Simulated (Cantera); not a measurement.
An adiabatic, constant-pressure homogeneous reactor starts with 8.68 % C2H4, 17.4 % O2, 65.3 % N2, 8.68 % CO2, equivalence ratio 1.5, at 1773 K and 0.730 bar.

Model: GRI-Mech 3.0 (53 species, 325 reactions), integrated in Cantera. GRI-Mech 3.0 was tuned for natural gas; its chemistry of ethylene as a main component is partial and can be far from experiment.

Question: Predict: time of steepest temperature rise; temperature at 1.00 s; equilibrium temperature; x(O2) at 1.00 s; x(H) at 1.00 s; x(CO2) at 1.00 s.

Answer: 
```json
{
 "time_of_steepest_temperature_rise": "19.2 µs",
 "temperature at 1.00 s": "2806 K",
 "equilibrium_temperature": "2806 K",
 "x(O2) at 1.00 s": "0.00860 (gas-phase equilibrium 0.00860)",
 "x(H) at 1.00 s": "0.0172 (gas-phase equilibrium 0.0172)",
 "x(CO2) at 1.00 s": "0.0776 (gas-phase equilibrium 0.0776)"
}
```
